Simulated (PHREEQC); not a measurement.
Solution (25 °C): 0.2 mol/kgw K2SO4 and 0.011 mol/kgw PbCl2. Closed to the air; pH follows from the charge balance.

Model: ion-association model, phreeqc.dat, run in PHREEQC.

Each row changes one thing in this solution. No solid was allowed to form.

```tsv
case	pH	ionic strength (mol/kgw)	Pb+2 (mol/kgw)	PbCl+ (mol/kgw)	PbOH+ (mol/kgw)	PbCl2 (mol/kgw)	SI of Pb(OH)2 (Pb(OH)2)
as made	5.79	0.476	0.00152	0.000336	7.08e-6	4.95e-6	+0.06
temperature from 25 to 90 °C	5.90	0.418	0.00228	0.00149	1.19e-5	7.08e-6	+2.21
diluted 5-fold with water	5.84	0.108	0.000577	3.57e-5	3.69e-6	1.43e-7	-0.14
K2SO4 left out	4.98	0.0266	0.00780	0.00312	9.05e-6	6.72e-5	-0.57
diluted 2-fold with water	5.82	0.254	0.00105	0.000127	5.36e-6	1.07e-6	-0.03
```

Some of these states are supersaturated (in Anglesite, Pb(OH)2, for instance). At this temperature some constants are extrapolated from 25 °C, and those without enthalpy data are left unchanged.
